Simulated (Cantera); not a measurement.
# Stirred combustor or abatement burner

A perfectly stirred reactor is fed with 4.73 % CH4, 0.615 % H2, 19.9 % O2, 74.7 % N2, at 13500 Torr; it is adiabatic with a 525 K inlet, and is followed from long to short residence time, starting on the burning branch (τ in s: 0.035, 0.018, 0.0091, 0.0046, 0.0024, 0.0012, 0.00061, 0.00031, 0.00016, 7.9e-05, 4e-05, 2e-05, 1e-05).

Model: GRI-Mech 3.0 (53 species, 325 reactions), integrated in Cantera. The pressure lies above the range GRI-Mech 3.0 was tuned for (to about 10 atm).

```tsv
τ (s)	T (K)	x CH4	x H2	x O2	x CO	x OH	x H2O
0.035	1649	1.70e-5	8.36e-6	0.102	0.000167	0.000137	0.101
0.018	1648	3.00e-5	1.43e-5	0.102	0.000297	0.000148	0.101
0.0091	1645	5.42e-5	2.55e-5	0.102	0.000545	0.000158	0.101
0.0046	1640	0.000101	4.78e-5	0.102	0.00103	0.000163	0.101
0.0024	1630	0.000194	9.29e-5	0.103	0.00197	0.000158	0.100
0.0012	1604	0.000459	0.000220	0.105	0.00441	0.000129	0.0994
0.00061	525	0.0473	0.00615	0.199	<1e-12	<1e-12	<1e-12
0.00031	525	0.0473	0.00615	0.199	<1e-12	<1e-12	<1e-12
0.00016	525	0.0473	0.00615	0.199	<1e-12	<1e-12	<1e-12
7.9e-5	525	0.0473	0.00615	0.199	<1e-12	<1e-12	<1e-12
4.0e-5	525	0.0473	0.00615	0.199	<1e-12	<1e-12	<1e-12
2.0e-5	525	0.0473	0.00615	0.199	<1e-12	<1e-12	<1e-12
1.0e-5	525	0.0473	0.00615	0.199	<1e-12	<1e-12	<1e-12
```
x: mole fraction; the columns are a selection and need not sum to one.
